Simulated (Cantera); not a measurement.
Stirred combustor or abatement burner

A perfectly stirred reactor is fed with H2 : O2 : N2 : NO = 1 : 0.82 : 3.08 : 0.0072 (molar parts), at 77000 Pa; it is adiabatic with a 823 K inlet, and is followed from long to short residence time, starting on the burning branch (τ in s: 0.078, 0.027, 0.0094, 0.0033, 0.0011, 0.00039, 0.00014, 4.7e-05, 1.6e-05, 5.6e-06).

Model: GRI-Mech 3.0 (53 species, 325 reactions), integrated in Cantera. The mechanism lacks 2 NO + O2 → 2 NO2 and HONO, so NO2 and the effect of NO are under-described below about 1400 K.

| τ (s) | T (K) | x H2 | x O2 | x NO | x HO2 | x H2O2 |
|---|---|---|---|---|---|---|
| 0.078 | 2249 | 0.00169 | 0.0697 | 0.00371 | 4.25e-6 | 1.95e-7 |
| 0.027 | 2243 | 0.00203 | 0.0701 | 0.00264 | 4.30e-6 | 1.90e-7 |
| 0.0094 | 2226 | 0.00292 | 0.0701 | 0.00211 | 4.50e-6 | 1.87e-7 |
| 0.0033 | 2184 | 0.00491 | 0.0699 | 0.00185 | 5.47e-6 | 2.06e-7 |
| 0.0011 | 2101 | 0.00865 | 0.0700 | 0.00171 | 8.45e-6 | 2.77e-7 |
| 0.00039 | 1978 | 0.0136 | 0.0710 | 0.00164 | 1.40e-5 | 4.35e-7 |
| 0.00014 | 1816 | 0.0190 | 0.0734 | 0.00161 | 2.20e-5 | 8.25e-7 |
| 4.7e-5 | 1613 | 0.0266 | 0.0790 | 0.00157 | 3.36e-5 | 2.00e-6 |
| 1.6e-5 | 1376 | 0.0532 | 0.0964 | 0.00152 | 5.42e-5 | 4.81e-6 |
| 5.6e-6 | 823 | 0.204 | 0.167 | 0.00147 | <1e-12 | <1e-12 |
x: mole fraction; the columns are a selection and need not sum to one.
